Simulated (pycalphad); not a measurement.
Computed with pycalphad from the COST 507 light-alloy database (1999), at 1 atm. The database dates from 1999; later assessments differ in places, in temperatures and in the compounds included. Amounts are mole fractions of atoms.

**Question.** Give the equilibrium state of Si-25.8Ti (at.%) at 1167 °C.

**Answer.** SI2TI, fraction 0.774, with 33.3 Ti at.%; diamond (Si), fraction 0.226, with <0.01 Ti at.%.

**Question.** Give the equilibrium state of Si-25.8Ti (at.%) at 1407 °C.

**Answer.** 
```
T = 1680.00 K, P = 101325 Pa, N = 1 mol of atoms
G = -119523 J/mol, H = 26796 J/mol, S = 87.09 J/(mol K)  (SER reference)
chemical potentials (J/mol): Si -73459, Ti -252001
phase             fraction      x(Si)      x(Ti)
LIQUID              0.7802     0.7632     0.2368
SI2TI               0.2198     0.6667     0.3333
```

Database names, with the compositions (at.%) that they take in these runs: SI2TI: Si 67 Ti 33.
